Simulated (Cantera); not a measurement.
A perfectly stirred reactor is fed with C₂H₆ : N₂ = 1 : 8.6 (molar parts), at 0.000170 bar; it is held at 1623 K, and followed from long to short residence time.

Model: GRI-Mech 3.0 (53 species, 325 reactions), integrated in Cantera. GRI-Mech 3.0 stops at C3 and has no aromatics, soot or wall deposition, so with more carbon than oxygen in the feed, carbon stays in small species such as C2H2 where larger ones or solid carbon would form. Radical loss at walls, strong at low pressure, is not modelled.

Predict: x(C₂H₆) at τ = 19.0 s; x(CH₄) at τ = 19.0 s; x(C₂H₄) at τ = 19.0 s; x(H) at τ = 19.0 s; x(H₂) at τ = 19.0 s; x(C₂H₆) at τ = 35.0 ms; x(CH₄) at τ = 35.0 ms; x(C₂H₄) at τ = 35.0 ms; x(H) at τ = 35.0 ms; x(H₂) at τ = 35.0 ms.


* **x(C₂H₆) at τ = 19.0 s**: 0.000184
* **x(CH₄) at τ = 19.0 s**: 0.0151
* **x(C₂H₄) at τ = 19.0 s**: 0.00109
* **x(H) at τ = 19.0 s**: 0.000966
* **x(H₂) at τ = 19.0 s**: 0.149
* **x(C₂H₆) at τ = 35.0 ms**: 0.0541
* **x(CH₄) at τ = 35.0 ms**: 0.0105
* **x(C₂H₄) at τ = 35.0 ms**: 0.0226
* **x(H) at τ = 35.0 ms**: 0.000730
* **x(H₂) at τ = 35.0 ms**: 0.0253
